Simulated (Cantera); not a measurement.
A closed system holds: 1 mol TEOS, 2.7 mol NO, 1.5 mol N₂, at 1148 K and 0.280 bar.

Equilibrium computed with Cantera from the NASA thermochemical tables; the gas is ideal and each condensed phase is pure. Candidate condensed phases: C, C₆H₆, C₇H₈, C₈H₁₈, H₂O, Si, SiC, SiO₂, Si₂N₂O, Si₃N₄; 151 gas species. The feed counts by its element totals alone. The tables hold silica as quartz up to 1696 K and as liquid above; real silica turns to tridymite and cristobalite and melts near 1996 K. The numbers say what is thermodynamically allowed, not how fast it happens.

Base state: H₂ 0.566, CO 0.266, N₂ 0.163, CH₄ 0.00214, H₂O 0.00202, CO₂ 0.000803, HCN 1.24e-5, NH₃ 1.19e-5 (mole fractions); condensed: C(graphite) + SiO₂(β-quartz).

Task: What changes in the equilibrium state with this change: temperature from 1148 K to 975 K?

Result: 
```
species                before    after
-------------------  --------  -------
H₂                      0.566    0.553
CO                      0.266    0.230
N₂                      0.163    0.170
H₂O                   0.00202   0.0214
CO₂                  0.000803   0.0143
CH₄                   0.00214   0.0108
HCN                   1.24e-5  1.06e-6
NH₃                   1.19e-5  3.28e-5
C(graphite), mol         3.31     3.72
SiO₂(β-quartz), mol      1.00     1.00
```
